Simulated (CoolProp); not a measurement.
Vapour-liquid equilibrium of R134a (1) + R1234ze(E) (2) at 343.8 K; x and y are mole fractions of (1).

Values from CoolProp's multi-fluid Helmholtz-energy mixture model, Tillner-Roth 1994 and Thol 2016; pair parameters Bell 2022.

Give the bubble pressure and the first vapour's composition at x = 0.05, 0.575, 0.875. Is there an azeotrope?

x = 0.05: 1672 kPa, y = 0.063; x = 0.575: 1975 kPa, y = 0.611; x = 0.875: 2101 kPa, y = 0.887. No azeotrope shows between x = 0.05 and 0.95.

Pair parameters are fitted to limited data, so mixtures are less certain than the pure fluids.
